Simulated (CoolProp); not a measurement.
The fluid at 296.53 K and 10.4 MPa is throttled through a valve to 6.3 MPa with no heat exchange. The same conditions are run with several fluids, on thermodynamics alone (safety and materials aside).

The numbers come from the reference Helmholtz-energy equation of state of each fluid (carbon dioxide: Span 1996; n-decane: Lemmon 2006; R152A: Outcalt 1996; n-octane: Beckmüller 2019; dodecamethylcyclohexasiloxane (D6): Colonna 2008) in CoolProp.

```tsv
fluid	temperature change (K)	final density (kg/m³)
carbon dioxide	…	…
n-decane	+1.8	…
R152A	…	…
n-octane	+1.8	…
dodecamethylcyclohexasiloxane (D6)	+1.8	…
```

Problem. Fill in the missing entries.

Solution. 
- carbon dioxide, temperature change (K): -3.9
- carbon dioxide, final density (kg/m³): 798
- n-decane, final density (kg/m³): 731
- R152A, temperature change (K): +0.7
- R152A, final density (kg/m³): 921
- n-octane, final density (kg/m³): 704
- dodecamethylcyclohexasiloxane (D6), final density (kg/m³): 983
